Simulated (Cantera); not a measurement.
A Cantera script and what it prints.

```python
import numpy as np
import cantera as ct

gas_names = """
    H H2 N NH NH2 NH3 N2 N2H2 N2H4 Si SiH SiH2 SiH3 SiH4 SiN Si2 Si2N Si3
""".split()
cond_names = """
    Si(cr) Si(L) Si3N4(a)
""".split()


# ... load() reads the species with a 1 bar reference pressure and builds the phases ...
atoms = {
    'Si': {'Si': 1},
    'NH3': {'N': 1, 'H': 3},
    'N2': {'N': 2},
}
top_T = {'Si3N4(a)': 2400}  # K; cautious upper limits of use, not melting points


# ... equilibrate(T, P, feed) seeds the gas with the atoms and calls Mixture.equilibrate('TP', solver="vcs", rtol=1e-11, max_steps=5000) ...
results = []
feed = {'Si': 1, 'NH3': 0.34, 'N2': 280}  # mol
T = 1625  # K
P = 83000  # Pa
mix = equilibrate(T, P, feed)
results.append((T, P, feed, dict(zip(mix.species_names, mix.species_moles))))
print(gas.report(threshold=0.001))
for i in range(1, mix.n_phases):
    print(f"{mix.phase(i).name:16s} {mix.phase_moles(i):12.5e} mol")
```

It prints:

```
       temperature   1625 K
          pressure   83000 Pa
           density   0.1718 kg/m^3
  mean mol. weight   27.967 kg/kmol
   phase of matter   gas

                          1 kg             1 kmol
                     ---------------   ---------------
          enthalpy        1.5281e+06        4.2735e+07  J
   internal energy         1.045e+06        2.9224e+07  J
           entropy            8803.3         2.462e+05  J/K
    Gibbs function       -1.2777e+07       -3.5734e+08  J
 heat capacity c_p            1256.5             35140  J/K
 heat capacity c_v            959.19             26825  J/K

                      mass frac. Y      mole frac. X     chem. pot. / RT
                     ---------------   ---------------   ---------------
                H2        0.00013117         0.0018197           -25.334
                N2           0.99987           0.99818            -26.45
     [  +16 minor]        1.2376e-07        3.3088e-06

Si(cr)            0.00000e+00 mol
Si3N4(a)          3.33333e-01 mol
```

Method: chemical equilibrium by Gibbs-energy minimisation in Cantera with the NASA 1993 tables (ideal gas, pure condensed phases).
